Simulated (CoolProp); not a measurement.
Computed with CoolProp (reference Helmholtz-energy equation of state, Marx 1992).

Q: For R113, give the phase and the density (kg/m³), cv (kJ/(kg K)), speed of sound (m/s), expansivity (1/kK) at 44.85 °C and 0.963 MPa; 81.25 °C and 0.963 MPa; 117.65 °C and 0.963 MPa.

A: 
- 44.85 °C and 0.963 MPa: liquid; density 1520, cv 0.687, speed of sound 640, expansivity 1.61
- 81.25 °C and 0.963 MPa: liquid; density 1420, cv 0.717, speed of sound 527, expansivity 1.90
- 117.65 °C and 0.963 MPa: liquid; density 1320, cv 0.746, speed of sound 413, expansivity 2.44
